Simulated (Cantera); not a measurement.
**Low-pressure radical oxidation in H2/O2**

An isothermal, constant-pressure homogeneous reactor starts with H₂ : O₂ = 0.0094 : 1.9 (molar parts), equivalence ratio 0.0025, at 1200 K and 0.0263 atm.

Detailed kinetics in Cantera: the H2/O2 subset of GRI-Mech 3.0, which has no nitrogen chemistry. Radical loss at walls, strong at low pressure, is not modelled.

```csv
t (s),x H₂,x O₂,x H₂O,x H₂O₂,x O,x H,x HO₂
0.000600,0.00492,0.995,5.94e-9,1.27e-12,1.05e-8,8.26e-10,5.45e-9
0.00174,0.00492,0.995,1.43e-7,1.04e-11,1.49e-7,8.81e-9,1.66e-8
0.00505,0.00477,0.995,0.000112,9.48e-10,0.000105,6.22e-6,5.67e-7
0.0146,1.37e-5,0.991,0.00466,1.92e-8,0.00398,0.000100,9.29e-7
0.0424,7.87e-6,0.992,0.00472,1.71e-8,0.00301,6.36e-5,7.84e-7
0.123,4.13e-6,0.993,0.00479,1.52e-8,0.00157,2.40e-5,5.61e-7
0.357,1.27e-6,0.995,0.00486,1.07e-8,0.000479,4.08e-6,2.89e-7
1.03,2.48e-7,0.995,0.00490,4.82e-9,9.44e-5,3.59e-7,1.03e-7
3.00,4.15e-8,0.995,0.00492,1.34e-9,1.60e-5,2.51e-8,2.73e-8
```
x: mole fraction; the columns are a selection and need not sum to one.

Equilibrium at this temperature and pressure: H₂ 3.87e-10, O₂ 0.995, H₂O 0.00493, H₂O₂ 1.93e-11, O 1.54e-7, H 2.39e-11, HO₂ 3.87e-9 (gas phase only).
